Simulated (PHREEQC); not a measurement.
A PHREEQC speciation (ion-association model, phreeqc.dat) at 50 °C gives pH 4.25 and these molalities:

| species | mol/kgw |
|---|---|
| Cl- | 0.364 |
| Mn+2 | 0.147 |
| SO4-2 | 0.121 |
| MnSO4 | 0.111 |
| Cu+2 | 0.105 |
| CuSO4 | 0.0682 |
| CuCl+ | 0.0623 |
| MnCl+ | 0.0401 |
| CuCl2 | 0.00440 |
| MnCl2 | 0.00192 |
| MnCl3- | 0.000228 |
| HSO4- | 0.000224 |
| Cu2(OH)2+2 | 0.000148 |
| H+ | 7.69e-5 |

Task: What are the element totals, and what could have been dissolved in 1 kg of water to give them?

Result: This is not unique; one that fits is totals Cl 0.480, Cu(2) 0.240, Mn(2) 0.300, S(6) 0.300 mol/kgw, from 0.3 mol MnSO4 and 0.24 mol CuCl2 per kg of water.

This is a speciation only: nothing precipitates in the calculation. Ionic strength above about 0.7 mol/kgw puts this run outside the model's range. At this temperature some constants are extrapolated from 25 °C, and those without enthalpy data are left unchanged.
